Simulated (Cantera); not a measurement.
A closed system holds: 1 mol V, 5.3 mol H₂O, held at 1000 °C and 0.620 Pa.

Cantera equilibrium calculation (NASA polynomials, part measured and part estimated; ideal gas, pure solids and liquids). Candidate condensed phases: H₂O, V, VO, V₂O₃, V₂O₄, V₂O₅; 12 gas species. Condensed phases not in the tables: the oxides between V₂O₃ and V₂O₅ other than VO₂. Equilibrium is a limit: real reactors are often held back by kinetics, nucleation or transport.

Base state: H₂O 0.717, H₂ 0.283, H 0.000153 (mole fractions); condensed: V₂O₃(s).

Q: What changes in the equilibrium state with this change: temperature from 1000 °C to 1927 °C?

A: 
```csv
species,before,after
H,0.000153,0.610
O,2.35e-9,0.164
VO₂,1.76e-6,0.0767
H₂O,0.717,0.0239
H₂,0.283,0.0728
O₂,2.95e-9,0.0227
OH,4.46e-6,0.0280
VO,<1e-9,0.00180
"V₂O₃(s), mol",0.500,0
```
